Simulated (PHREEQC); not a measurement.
Dissolve 0.037 mol/kgw MgCl2 and 3.7e-05 mol/kgw NaHCO3 at 25 °C. Closed to the air; pH follows from the charge balance.

The numbers come from PHREEQC with the Pitzer model, pitzer.dat.

**Question.** The ionic strength comes out as 0.111 mol/kgw. What activity coefficients do Mg+2, Na+, Cl-, HCO3- get?

**Answer.** Mg+2 0.39, Na+ 0.78, Cl- 0.76, HCO3- 0.72. Single-ion values are on the MacInnes scale.

No solid was allowed to form.
